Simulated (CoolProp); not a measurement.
Vapour-liquid equilibrium of CH2F2 (R32) (1) + R125 (2) at 254.7 K; x and y are mole fractions of (1).

The numbers come from the multi-fluid Helmholtz-energy mixture model, Tillner-Roth 1997 and Lemmon 2005; pair parameters Lemmon 2004 in CoolProp.

Give the bubble pressure and the first vapour's composition at x = 0.35, 0.425, 0.5. Is there an azeotrope?

x = 0.35: 0.3979 MPa, y = 0.403; x = 0.425: 0.4051 MPa, y = 0.477; x = 0.5: 0.4115 MPa, y = 0.547. y crosses x between x = 0.875 and 0.95: the model has an azeotrope there.

The pair parameters rest on a limited set of measurements; away from them the model extrapolates.
